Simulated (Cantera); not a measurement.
Feed: 1 mol SiO₂, 26 mol HF, held at 702 °C and 13.3 mbar.

These are equilibrium values from Cantera (NASA tables, ideal gas, pure condensed phases), not measurements of a reactor. Candidate condensed phases: H₂O, Si, SiO₂; 38 gas species. Kinetics and transport are ignored.

Base state: HF 0.880, H₂O 0.0800, SiF₄ 0.0400 (mole fractions); condensed: gas only.

### Question
What changes in the equilibrium state with this change: SiO₂ replaced by B₂O₃?

### Answer
```tsv
species	before	after
HF	0.880	0.800
H₂O	0.0800	0.120
BF₃	0	0.0800
SiF₄	0.0400	0
```
Further candidate phases: B, B₂O₃, B₃O₃H₃.
